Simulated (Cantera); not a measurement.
An adiabatic, constant-volume homogeneous reactor starts with CH4 : O2 : N2 = 1 : 5.88 : 22.1 (molar parts), equivalence ratio 0.34, at 1125 K and 1.01 bar.

Detailed kinetics in Cantera: GRI-Mech 3.0 (53 species, 325 reactions).

Q: Predict: time of steepest temperature rise; temperature at 4.00 s; equilibrium temperature; x(O2) at 4.00 s; x(CO2) at 4.00 s; x(NO) at 4.00 s.

A: 
```
Property                                                            Result
---------------------------------  ---------------------------------------
time of steepest temperature rise                                  77.7 ms
temperature at 4.00 s                                               2057 K
equilibrium temperature                                             2057 K
x(O2) at 4.00 s                        0.130 (gas-phase equilibrium 0.130)
x(CO2) at 4.00 s                     0.0343 (gas-phase equilibrium 0.0343)
x(NO) at 4.00 s                    0.00685 (gas-phase equilibrium 0.00691)
```
